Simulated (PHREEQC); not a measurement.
Dissolve 0.00085 mol/kgw CaSO4 and 0.000155 mol/kgw NaHCO3 at 20 °C. Closed to the air; pH follows from the charge balance.

Computed with PHREEQC (ion-association model, wateq4f.dat).

Question: The ionic strength comes out as 0.00327 mol/kgw. What activity coefficients do CaHCO3+, Na+, SO4-2, Ca+2, HCO3- get?

Answer: CaHCO3+ 0.94, Na+ 0.94, SO4-2 0.78, Ca+2 0.79, HCO3- 0.94.

This is a speciation only: nothing precipitates in the calculation.
